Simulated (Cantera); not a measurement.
Feed: 1 mol SiH2Cl2, 430 mol H2, 0.0036 mol CH4, held at 0.980 bar.

Cantera equilibrium calculation (NASA polynomials, part measured and part estimated; ideal gas, pure solids and liquids). Candidate condensed phases: C, C6H6, C7H8, C8H18, Si, SiC; 109 gas species. The tables' values for SiCl are old estimates; treat these amounts as uncertain. Gases not in the tables: Si2H6 and higher silanes. Kinetics and transport are ignored.

x: gas mole fraction; n: condensed amount in mol.

```json
[
 {"T (°C)": "1450", "x H2": "0.995", "x H": "0.000184", "x HCl": "0.00449", "x Si": "?", "n Si(l)": "0.960"},
 {"T (°C)": "1550", "x H2": "0.995", "x H": "0.000437", "x HCl": "0.00450", "x Si": "?", "n Si(l)": "0.953"},
 {"T (°C)": "1650", "x H2": "0.994", "x H": "0.000949", "x HCl": "0.00451", "x Si": "?", "n Si(l)": "0.932"},
 {"T (°C)": "1750", "x H2": "0.993", "x H": "0.00191", "x HCl": "0.00451", "x Si": "?", "n Si(l)": "0.881"},
 {"T (°C)": "1850", "x H2": "0.991", "x H": "0.00361", "x HCl": "0.00451", "x Si": "?", "n Si(l)": "0.769"},
 {"T (°C)": "1950", "x H2": "0.988", "x H": "0.00643", "x HCl": "0.00449", "x Si": "?", "n Si(l)": "0.530"},
 {"T (°C)": "2050", "x H2": "0.982", "x H": "0.0109", "x HCl": "0.00445", "x Si": "?", "n Si(l)": "0.0347"},
 {"T (°C)": "2150", "x H2": "0.976", "x H": "0.0177", "x HCl": "0.00446", "x Si": "?", "n Si(l)": "0"},
 {"T (°C)": "2250", "x H2": "0.966", "x H": "0.0276", "x HCl": "0.00442", "x Si": "?", "n Si(l)": "0"}
]
```

Question: Fill in the missing entries.

Answer: 
- 1450, x Si: 1.00e-6
- 1550, x Si: 4.51e-6
- 1650, x Si: 1.73e-5
- 1750, x Si: 5.81e-5
- 1850, x Si: 0.000173
- 1950, x Si: 0.000469
- 2050, x Si: 0.00116
- 2150, x Si: 0.00139
- 2250, x Si: 0.00154
